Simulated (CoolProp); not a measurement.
Decamethylcyclopentasiloxane (D5) along the isobar 2910 kPa: Z from the reference equation and from simpler models built on Tc = 618.3 K, pc = 1078 kPa, ω = 0.631; each cubic takes its own stable root.

Model: reference Helmholtz-energy equation of state, Thol 2019, in CoolProp.

| T (K) | phase | reference | van der Waals | Redlich-Kwong | Soave-Redlich-Kwong | Peng-Robinson |
|---|---|---|---|---|---|---|
| 295.8 | liquid | 0.4570 | 0.8261 | 0.5644 | ___ | ___ |
| 314.8 | liquid | 0.4384 | 0.7863 | 0.5389 | 0.5135 | 0.4582 |
| 333.9 | liquid | 0.4222 | 0.7513 | 0.5167 | 0.4905 | 0.4374 |
| 353 | liquid | 0.4081 | 0.7205 | 0.4977 | 0.4707 | 0.4195 |
| 372 | liquid | 0.3959 | 0.6936 | 0.4813 | 0.4537 | 0.4040 |
| 391.1 | liquid | ___ | 0.6697 | 0.4672 | 0.4390 | 0.3907 |
| 410.2 | liquid | 0.3761 | 0.6486 | 0.4551 | ___ | 0.3793 |
| 429.2 | liquid | 0.3683 | 0.6300 | 0.4450 | 0.4161 | 0.3699 |
| 448.3 | liquid | 0.3618 | 0.6135 | 0.4366 | 0.4076 | 0.3621 |

Task: Some entries are withheld; supply them.

Result: 
- 295.8, Soave-Redlich-Kwong: 0.5400
- 295.8, Peng-Robinson: 0.4821
- 391.1, reference: 0.3852
- 410.2, Soave-Redlich-Kwong: 0.4265
